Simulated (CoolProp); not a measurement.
The fluid at 331.87 K and 0.0558 MPa is compressed adiabatically to 0.152 MPa with isentropic efficiency 0.85. The same conditions are run with several fluids, on thermodynamics alone (safety and materials aside).

Values from CoolProp's reference Helmholtz-energy equation of state of each fluid (trans-2-butene: Lemmon 2005; CF4 (R14): Platzer 1990; R236FA: Pan 2012; nitrogen: Span 2000; ethylene: Smukala 2000). The equations of Platzer and Polt are older, rougher fits.

Problem. Rank trans-2-butene, CF4 (R14), R236FA, nitrogen, ethylene by work (kJ/kg), highest first.

Solution. nitrogen (134), ethylene (126), trans-2-butene (59.6), CF4 (R14) (39.3), R236FA (21.7)

| fluid | final temperature (K) | final density (kg/m³) |
|---|---|---|
| trans-2-butene | 367.1 | 2.86 |
| CF4 (R14) | 382.8 | 4.21 |
| R236FA | 357.2 | 7.98 |
| nitrogen | 460.6 | 1.11 |
| ethylene | 403.4 | 1.28 |
